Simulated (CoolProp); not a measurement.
Aqueous sodium chloride as a coolant, at 29 °C, 1 atm.

The numbers come from the Melinder's fits for secondary coolants in CoolProp.

| mass % | freezing point (°C) | Prandtl number | conductivity (W/(m K)) | density (kg/m³) | viscosity (mPa s) |
|---|---|---|---|---|---|
| 4.3 | -2.6 | 5.70 | 0.609 | 1026 | 0.875 |
| 6.3 | -3.9 | 5.81 | 0.607 | 1040 | 0.909 |
| 8.3 | -5.3 | 5.94 | 0.605 | 1055 | 0.946 |
| 10.3 | -6.8 | 6.09 | 0.603 | 1069 | 0.986 |
| 12.3 | -8.4 | 6.26 | 0.601 | 1084 | 1.03 |
| 14.3 | -10.2 | 6.46 | 0.599 | 1099 | 1.08 |
| 16.3 | -12.2 | 6.70 | 0.596 | 1114 | 1.13 |
| 18.3 | -14.4 | 6.99 | 0.594 | 1130 | 1.20 |
| 20.3 | -16.8 | 7.34 | 0.592 | 1146 | 1.27 |
| 22.3 | -19.5 | 7.77 | 0.589 | 1162 | 1.36 |
